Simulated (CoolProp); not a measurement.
Vapour-liquid equilibrium of carbon dioxide (1) + carbonyl sulfide (2) at 239.3 K; x and y are mole fractions of (1).

Computed with CoolProp (multi-fluid Helmholtz-energy mixture model, Span 1996 and Lemmon 2006; pair parameters Bell 2016).

| x | bubble pressure (kPa) | y at the bubble point | dew pressure at overall composition x (kPa) | liquid density (mol/L) |
|---|---|---|---|---|
| 0.05 | 304.1 | 0.348 | 214.0 | 19.17 |
| 0.125 | 435.2 | 0.565 | 231.4 | 19.51 |
| 0.2 | 546.0 | 0.670 | 251.7 | 19.86 |
| 0.275 | 640.3 | 0.734 | 275.9 | 20.21 |
| 0.35 | 721.5 | 0.777 | 305.0 | 20.58 |
| 0.425 | 792.9 | 0.810 | 340.9 | 20.96 |
| 0.5 | 857.3 | 0.837 | 385.9 | 21.36 |
| 0.575 | 917.1 | 0.861 | 443.8 | 21.78 |
| 0.65 | 974.5 | 0.883 | 520.8 | 22.23 |
| 0.725 | 1031 | 0.905 | 625.8 | 22.71 |
| 0.8 | 1088 | 0.928 | 770.2 | 23.22 |
| 0.875 | 1148 | 0.952 | 954.1 | 23.77 |
| 0.95 | 1209 | 0.980 | 1142 | 24.37 |

No azeotrope shows between x = 0.05 and 0.95.

Pair parameters are fitted to limited data, so mixtures are less certain than the pure fluids.
